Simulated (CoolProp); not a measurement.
Saturation properties of CH2F2 (R32) (Tc = 78.1 °C, pc = 5.783 MPa, ω = 0.277).

Model: reference Helmholtz-energy equation of state, Tillner-Roth 1997, in CoolProp.

```tsv
T (°C)	p (MPa)	liquid cp (kJ/(kg K))	surface tension (mN/m)	vapour viscosity (µPa s)
-81.15	___	1.560	26.7	8.51
-65.55	0.04724	1.570	___	9.22
-49.85	0.1110	1.590	20.3	___
-34.25	0.2287	1.620	17.3	10.7
-18.65	0.4268	1.665	14.3	11.4
-2.95	0.7390	___	11.5	12.2
12.65	___	1.825	8.81	13.0
28.25	1.842	___	___	14.0
43.85	2.719	2.251	3.93	15.2
59.55	3.895	2.963	1.83	17.3
```

What belongs in the gaps?


- -81.15, p (MPa): 0.01720
- -65.55, surface tension (mN/m): 23.5
- -49.85, vapour viscosity (µPa s): 9.95
- -2.95, liquid cp (kJ/(kg K)): 1.730
- 12.65, p (MPa): 1.197
- 28.25, liquid cp (kJ/(kg K)): 1.975
- 28.25, surface tension (mN/m): 6.28

It boils at -51.7 °C under 1 atm.

Viscosity comes from a separate model (Bell 2016), an estimate that may be off by 10 % or more. Surface tension comes from a separate correlation (Mulero 2012).
